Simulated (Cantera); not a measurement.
An isothermal plug-flow reactor at 475 K and 5.00 bar (inlet), inlet velocity 2.9 m/s, active area per volume 470 1/m; feed H2 : O2 : N2 : H2O = 0.013 : 0.059 : 0.79 : 0.011 (molar parts), equivalence ratio 0.11.

Model: Deutschmann's 1995 Pt surface mechanism with GRI-Mech 3.0 gas chemistry, integrated in Cantera. Catalytic surfaces can have several steady states; this one follows from the mechanism file's or the stated starting coverage. Mass transfer to the wall is taken as infinitely fast.

Task: What does this change do: inlet velocity 2.9 to 1.2 m/s?

Result: 
```json
[
 {"quantity": "x(H2) at z = 0.024 m", "before": "0.000409", "after": "0.000171"},
 {"quantity": "x(O2) at z = 0.024 m", "before": "0.0608", "after": "0.0607"},
 {"quantity": "x(H2O) at z = 0.024 m", "before": "0.0273", "after": "0.0275"},
 {"quantity": "θ(free Pt) at the exit", "before": "0.00953", "after": "0.00399"},
 {"quantity": "θ(O*) at the exit", "before": "0.927", "after": "0.955"},
 {"quantity": "θ(OH*) at the exit", "before": "0.0625", "after": "0.0412"}
]
```

Task: What does this change do: area per volume 470 to 710 1/m?

Result: 
| quantity | before | after |
|---|---|---|
| x(H2) at z = 0.024 m | 0.000409 | 0.000272 |
| x(O2) at z = 0.024 m | 0.0608 | 0.0607 |
| x(H2O) at z = 0.024 m | 0.0273 | 0.0274 |
| θ(free Pt) at the exit | 0.00953 | 0.00636 |
| θ(O*) at the exit | 0.927 | 0.942 |
| θ(OH*) at the exit | 0.0625 | 0.0515 |
